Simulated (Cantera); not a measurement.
Charge: 1 mol NiS, 1.3 mol H₂, 3.1 mol N₂, equilibrated at 1475 K.

These are equilibrium values from Cantera (NASA tables, ideal gas, pure condensed phases), not measurements of a reactor. Candidate condensed phases: Ni, NiS, NiS₂, Ni₃S₂, Ni₃S₄, S; 17 gas species. Metal and sulfide melt together well below either melting point, which pure phases cannot show. Mutual solubility and eutectic melting of coexisting phases are not modelled. The numbers say what is thermodynamically allowed, not how fast it happens.

Q: Which condensed phases are stable at each of these points (P (Pa)): 10, 100, 1000, 10000, 100000, 1000000?

A: 
```csv
P (Pa),condensed phases,Ni condensed (%)
10,Ni(s) + Ni₃S₂(l),99.8
100,Ni₃S₂(l),100.0
1000,Ni₃S₂(l),100.0
10000,Ni₃S₂(l),100.0
100000,Ni₃S₂(l),100.0
1000000,Ni₃S₂(l),100.0
```

At 0.0750 Torr the condensed part is Ni(s) + Ni₃S₂(l). From 0.750 Torr to 7500 Torr the condensed part is Ni₃S₂(l).
